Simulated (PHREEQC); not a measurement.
Solution (40 °C): 0.29 mol KH2PO4 and 0.00027 mol NaOH per kg of water. Closed to the air; pH follows from the charge balance.

The numbers come from PHREEQC with the ion-association model, phreeqc.dat.

```csv
quantity,before,after
pH,4.41,4.94
HPO4-2 (mol/kgw),0.00142,2.02e-5
H3PO4 (mol/kgw),0.00130,5.42e-6
KHPO4- (mol/kgw),0.000191,8.96e-8
NaHPO4- (mol/kgw),1.91e-7,8.35e-11
```

### Question
Name the change that produced these shifts.
A) KH2PO4 from 0.29 to 0.261 mol/kgw
B) NaOH replaced by NaHCO3 at the same molality
C) NaOH from 0.00027 to 0.000405 mol/kgw
D) diluted 100-fold with water
E) diluted 2-fold with water

### Answer
D, diluted 100-fold with water

This is a speciation only: nothing precipitates in the calculation. Away from 25 °C the constants follow the database's enthalpies or fits; those with neither stay at their 25 °C values.
